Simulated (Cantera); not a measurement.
An adiabatic, constant-volume homogeneous reactor starts with H2 : O2 : N2 = 1 : 1.09 : 7.4 (molar parts), equivalence ratio 0.46, at 1098 K and 4.93 atm.

Computed with Cantera and GRI-Mech 3.0 (53 species, 325 reactions). The hydrogen kinetics of GRI-Mech 3.0 are dated; newer H2 mechanisms differ, most at raised pressure.

x: mole fraction; the columns are a selection and need not sum to one.

```tsv
t (s)	T (K)	P (bar)	x H2	x O2	x NO2	x NO	x HO2
4.00e-6	1098	5.00	0.105	0.115	<1e-12	<1e-12	5.06e-9
1.31e-5	1098	5.00	0.105	0.115	<1e-12	<1e-12	2.67e-8
4.28e-5	1098	5.00	0.105	0.115	<1e-12	<1e-12	1.19e-7
0.000140	1098	5.00	0.105	0.115	<1e-12	<1e-12	5.72e-7
0.000458	1098	5.00	0.105	0.115	<1e-12	<1e-12	8.86e-6
0.00150	2053	8.86	6.26e-5	0.0653	5.64e-8	[?]	2.64e-6
0.00490	2053	8.86	6.25e-5	0.0653	1.36e-7	[?]	2.64e-6
0.0160	2053	8.86	6.24e-5	0.0652	3.95e-7	[?]	2.63e-6
0.0524	2052	8.86	6.21e-5	0.0651	1.21e-6	[?]	2.62e-6
0.171	2049	8.84	6.12e-5	0.0646	3.60e-6	[?]	2.58e-6
0.561	2044	8.82	5.92e-5	0.0637	8.62e-6	[?]	2.49e-6
1.83	2040	8.80	5.79e-5	0.0630	1.23e-5	0.00469	2.43e-6
6.00	2039	8.80	5.78e-5	0.0629	1.25e-5	0.00478	2.43e-6
```

**Question.** Complete the blanks.

**Answer.** 
- 0.00150, x NO: 2.16e-5
- 0.00490, x NO: 5.20e-5
- 0.0160, x NO: 0.000151
- 0.0524, x NO: 0.000464
- 0.171, x NO: 0.00138
- 0.561, x NO: 0.00329
